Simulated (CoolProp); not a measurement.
Vapour-liquid equilibrium of ethanol (1) + benzene (2) at 0.299 MPa; x and y are mole fractions of (1).

Computed with CoolProp (multi-fluid Helmholtz-energy mixture model, Schroeder 2014 and Thol 2012; pair parameters Bell 2016).

```json
[
 {"x": "0.05", "bubble temperature (K)": "?", "y at the bubble point": "0.189", "dew temperature at overall composition x (K)": "391.2", "liquid density (mol/L)": "10.05"},
 {"x": "0.15", "bubble temperature (K)": "379.0", "y at the bubble point": "0.364", "dew temperature at overall composition x (K)": "387.4", "liquid density (mol/L)": "?"},
 {"x": "0.25", "bubble temperature (K)": "376.3", "y at the bubble point": "0.440", "dew temperature at overall composition x (K)": "383.4", "liquid density (mol/L)": "10.80"},
 {"x": "0.35", "bubble temperature (K)": "375.3", "y at the bubble point": "0.481", "dew temperature at overall composition x (K)": "379.5", "liquid density (mol/L)": "?"},
 {"x": "0.45", "bubble temperature (K)": "374.8", "y at the bubble point": "0.511", "dew temperature at overall composition x (K)": "376.1", "liquid density (mol/L)": "11.66"},
 {"x": "0.55", "bubble temperature (K)": "374.7", "y at the bubble point": "?", "dew temperature at overall composition x (K)": "374.7", "liquid density (mol/L)": "?"},
 {"x": "0.65", "bubble temperature (K)": "375.0", "y at the bubble point": "0.585", "dew temperature at overall composition x (K)": "375.8", "liquid density (mol/L)": "12.77"},
 {"x": "0.75", "bubble temperature (K)": "375.8", "y at the bubble point": "0.651", "dew temperature at overall composition x (K)": "377.5", "liquid density (mol/L)": "13.41"},
 {"x": "0.85", "bubble temperature (K)": "377.5", "y at the bubble point": "0.754", "dew temperature at overall composition x (K)": "379.2", "liquid density (mol/L)": "14.12"},
 {"x": "0.95", "bubble temperature (K)": "380.2", "y at the bubble point": "?", "dew temperature at overall composition x (K)": "?", "liquid density (mol/L)": "14.88"}
]
```

### Question
Fill in the missing entries.

### Answer

- 0.05, bubble temperature (K): 385.8
- 0.15, liquid density (mol/L): 10.43
- 0.35, liquid density (mol/L): 11.21
- 0.55, y at the bubble point: 0.542
- 0.55, liquid density (mol/L): 12.18
- 0.95, y at the bubble point: 0.906
- 0.95, dew temperature at overall composition x (K): 380.9

y crosses x between x = 0.45 and 0.55: the model has an azeotrope there.

The pair parameters rest on a limited set of measurements; away from them the model extrapolates.
